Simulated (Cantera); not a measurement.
Mixture: C3H8 : O2 : N2 = 1 : 3.12 : 18.8 (molar parts), at 120000 Pa, adiabatic and at constant pressure. Ignition delay is the time to a rise of 400 K.

Detailed kinetics in Cantera: GRI-Mech 3.0 (53 species, 325 reactions). GRI-Mech 3.0 was tuned for natural gas; its chemistry of propane as a main component is partial and can be far from experiment.

Question: What does this change do: 0.56 parts H2 added?

Answer: 
```csv
quantity,before,after
delay at 1000 K,0.739 s,0.185 s
delay at 1100 K,70.0 ms,36.2 ms
delay at 1200 K,7.91 ms,5.71 ms
delay at 1300 K,1.27 ms,1.06 ms
delay at 1400 K,0.302 ms,0.269 ms
delay at 1500 K,0.101 ms,94.0 µs
apparent activation energy between 1300 and 1500 K,210 kJ/mol,200 kJ/mol
```
